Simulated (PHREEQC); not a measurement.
# Hard or scaling water: speciation

Consider water at 25 °C with 0.22 mmol/kgw CaSO4, 0.34 mmol/kgw NaF and 0.022 mmol/kgw KCl. Closed to the air; pH follows from the charge balance.

Model: ion-association model, phreeqc.dat, run in PHREEQC.

No solid was allowed to form.

### Question
What pH does the model give?

### Answer
pH 7.08.

### Question
In which forms is Ca present?

### Answer
Ca+2 97 %, CaSO4 2.7 % of the Ca.
